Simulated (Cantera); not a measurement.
## Thermodynamics of hydrogen reduction and annealing atmospheres, feed SiO₂ + H₂ + H₂O

Input: 1 mol SiO₂, a varied amount of H₂, 0.087 mol H₂O, held at 1848.15 K and 13.3 mbar.

Equilibrium computed with Cantera from the NASA thermochemical tables; the gas is ideal and each condensed phase is pure. Candidate condensed phases: H₂O, Si, SiO₂; 18 gas species. The tables hold silica as quartz up to 1696 K and as liquid above; real silica turns to tridymite and cristobalite and melts near 1996 K. Kinetics and transport are ignored.

From 2.2 mol H₂ to 28 mol H₂ the condensed part is SiO₂(condensed). From 52 mol H₂ to 670 mol H₂ nothing is condensed. The main Si-bearing gas is SiO throughout.

```csv
n(H₂) (mol),x H₂,x H₂O,x SiO,x H,x OH,n SiO₂(condensed)
2.2,0.941,0.0460,0.00839,0.00446,1.60e-5,0.981
4.1,0.951,0.0325,0.0120,0.00448,1.13e-5,0.949
7.7,0.954,0.0260,0.0150,0.00449,9.01e-6,0.881
15,0.956,0.0228,0.0172,0.00449,7.90e-6,0.736
28,0.956,0.0214,0.0183,0.00449,7.40e-6,0.474
52,0.956,0.0204,0.0188,0.00450,7.06e-6,0
99,0.975,0.0108,0.00997,0.00454,3.71e-6,0
190,0.985,0.00567,0.00522,0.00456,1.93e-6,0
350,0.989,0.00309,0.00284,0.00457,1.05e-6,0
670,0.992,0.00162,0.00149,0.00458,5.49e-7,0
```
x: gas mole fraction; n: condensed amount in mol.
